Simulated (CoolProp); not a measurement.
Vapour-liquid equilibrium of isobutene (1) + acetone (2) at 76.45 °C; x and y are mole fractions of (1).

Computed with CoolProp (multi-fluid Helmholtz-energy mixture model, Lemmon 2005 and Lemmon 2006; pair parameters Bell 2016).

```json
[
 {"x": "0.05", "bubble pressure, mixture model (bar)": "2.885", "bubble pressure, Raoult's law (bar)": "2.411", "y, mixture model": "0.339", "y, Raoult's law": "0.235"},
 {"x": "0.125", "bubble pressure, mixture model (bar)": "4.170", "bubble pressure, Raoult's law (bar)": "3.117", "y, mixture model": "0.560", "y, Raoult's law": "0.455"},
 {"x": "0.2", "bubble pressure, mixture model (bar)": "…", "bubble pressure, Raoult's law (bar)": "3.822", "y, mixture model": "0.666", "y, Raoult's law": "0.594"},
 {"x": "0.275", "bubble pressure, mixture model (bar)": "6.216", "bubble pressure, Raoult's law (bar)": "4.528", "y, mixture model": "0.729", "y, Raoult's law": "0.689"},
 {"x": "0.35", "bubble pressure, mixture model (bar)": "6.998", "bubble pressure, Raoult's law (bar)": "5.233", "y, mixture model": "0.771", "y, Raoult's law": "0.759"},
 {"x": "0.425", "bubble pressure, mixture model (bar)": "7.655", "bubble pressure, Raoult's law (bar)": "5.939", "y, mixture model": "0.801", "y, Raoult's law": "0.812"},
 {"x": "0.5", "bubble pressure, mixture model (bar)": "…", "bubble pressure, Raoult's law (bar)": "6.644", "y, mixture model": "0.826", "y, Raoult's law": "0.854"},
 {"x": "0.575", "bubble pressure, mixture model (bar)": "8.717", "bubble pressure, Raoult's law (bar)": "7.350", "y, mixture model": "0.847", "y, Raoult's law": "0.888"},
 {"x": "0.65", "bubble pressure, mixture model (bar)": "9.181", "bubble pressure, Raoult's law (bar)": "8.056", "y, mixture model": "0.867", "y, Raoult's law": "0.916"},
 {"x": "0.725", "bubble pressure, mixture model (bar)": "9.632", "bubble pressure, Raoult's law (bar)": "8.761", "y, mixture model": "0.888", "y, Raoult's law": "0.939"},
 {"x": "0.8", "bubble pressure, mixture model (bar)": "…", "bubble pressure, Raoult's law (bar)": "9.467", "y, mixture model": "0.912", "y, Raoult's law": "0.959"},
 {"x": "0.875", "bubble pressure, mixture model (bar)": "10.55", "bubble pressure, Raoult's law (bar)": "10.17", "y, mixture model": "0.939", "y, Raoult's law": "0.976"},
 {"x": "0.95", "bubble pressure, mixture model (bar)": "…", "bubble pressure, Raoult's law (bar)": "10.88", "y, mixture model": "0.973", "y, Raoult's law": "0.991"}
]
```

Task: Some entries are withheld; supply them.

Result: 
- 0.2, bubble pressure, mixture model (bar): 5.279
- 0.5, bubble pressure, mixture model (bar): 8.218
- 0.8, bubble pressure, mixture model (bar): 10.09
- 0.95, bubble pressure, mixture model (bar): 11.03

The largest gap from Raoult's law is +38.1 % in bubble pressure, at x = 0.2. No azeotrope shows between x = 0.05 and 0.95.

Pair parameters are fitted to limited data, so mixtures are less certain than the pure fluids.
